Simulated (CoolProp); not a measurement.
Octamethylcyclotetrasiloxane (D4) along the isobar 2 MPa: fugacity coefficient from the reference equation and from simpler models built on Tc = 586.5 K, pc = 1.347 MPa, ω = 0.598; each cubic takes its own stable root.

Values from CoolProp's reference Helmholtz-energy equation of state, Thol 2015.

```json
[
 {"T (K)": "344.5", "phase": "liquid", "reference": "0.001473"},
 {"T (K)": "364.2", "phase": "liquid", "reference": "0.003698"},
 {"T (K)": "383.9", "phase": "liquid", "reference": "0.008174"},
 {"T (K)": "403.6", "phase": "liquid", "reference": "0.01624"},
 {"T (K)": "423.2", "phase": "liquid", "reference": "0.02941"},
 {"T (K)": "442.9", "phase": "liquid", "reference": "0.04950"},
 {"T (K)": "462.6", "phase": "liquid", "reference": "0.07807"},
 {"T (K)": "482.3", "phase": "liquid", "reference": "0.1164"},
 {"T (K)": "501.9", "phase": "liquid", "reference": "0.1649"},
 {"T (K)": "521.6", "phase": "liquid", "reference": "0.2242"},
 {"T (K)": "541.3", "phase": "liquid", "reference": "0.2933"},
 {"T (K)": "561", "phase": "liquid", "reference": "0.3705"},
 {"T (K)": "580.6", "phase": "liquid", "reference": "0.4527"},
 {"T (K)": "600.3", "phase": "supercritical", "reference": "0.5354"},
 {"T (K)": "620", "phase": "supercritical", "reference": "0.6069"}
]
```

**Question.** How far does each simpler model (Soave-Redlich-Kwong, Peng-Robinson) lie from the reference over these 15 states: mean and median of the absolute difference, and the worst?

**Answer.** 
- Soave-Redlich-Kwong: mean 3.9 %, median 3.7 %, worst +6.4 % at 344.5 K and 2 MPa
- Peng-Robinson: mean 2.1 %, median 0.4 %, worst +12.6 % at 344.5 K and 2 MPa
